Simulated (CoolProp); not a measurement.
Vapour pressure (MPa) of R21: the reference equation beside estimates from Tc = 179.6 °C, pc = 5.289 MPa, ω = 0.206. Clausius-Clapeyron is anchored at 37.95 °C with a constant enthalpy of vaporisation of 22.90 kJ/mol.

The numbers come from the reference Helmholtz-energy equation of state, Platzer 1990 in CoolProp. This equation is an older, rougher fit; its heat capacities, sound speeds and derivatives of the liquid may be far off and weren't checked against measurements.

```csv
T (°C),reference,Lee-Kesler,Clausius-Clapeyron,Redlich-Kwong,Soave-Redlich-Kwong
-14.65,0.03693,0.03629,0.04579,0.06310,0.03669
11.65,0.1128,0.1114,0.1225,0.1751,0.1118
37.95,0.2775,0.2757,0.2775,0.3949,0.2756
64.25,0.5826,0.5811,0.5534,0.7681,0.5816
90.55,1.087,1.086,0.9987,1.340,1.092
116.85,1.855,1.855,1.664,2.153,1.876
143.15,2.962,2.968,2.600,3.246,3.006
169.45,4.518,4.532,3.853,4.655,4.561
```

Absolute difference from the reference over all 8 rows, mean and median: Lee-Kesler 0.6 and 0.3 %, Clausius-Clapeyron 10.4 and 9.4 %, Redlich-Kwong 31.5 and 27.6 %, Soave-Redlich-Kwong 0.8 and 0.8 %.
